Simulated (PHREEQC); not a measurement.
A column of 1 m (40 cells, dispersivity 0.05 m, 720 s a shift, diffusion coefficient 3e-10 m²/s) holds 0.0013 eq of the database's cation exchanger X per kg of pore water, first in equilibrium with 5.2 mmol/kgw KBr, 2.8 mmol/kgw NaCl and 0.01 mmol/kgw HCl. It is flushed with 0.0014 mol KCl and 1e-05 mol HCl per kg of water, at 25 °C. Values are for the last cell. No CO2 enters from the air. Precipitation was switched off in this run.

Base run: PHREEQC, ion-association model, phreeqc.dat. Each further column changes one thing. The table gives Na in solution (mol/kgw).

```tsv
pore volumes	base	exchange capacity from 0.0013 to 0.00065 eq/kgw	dispersivity from 0.05 to 0.1 m
0	0.00280	0.00280	0.00280
0.3875	0.00280	0.00280	0.00275
0.7625	0.00218	0.00217	0.00191
1.262	0.000634	0.000575	0.000713
1.637	0.000197	0.000152	0.000309
2.013	5.51e-5	3.49e-5	0.000132
2.388	1.39e-5	7.29e-6	5.58e-5
2.763	3.25e-6	1.43e-6	2.31e-5
3.263	4.42e-7	1.55e-7	6.99e-6
3.638	9.64e-8	2.86e-8	2.83e-6
4.013	2.07e-8	5.20e-9	1.14e-6
```
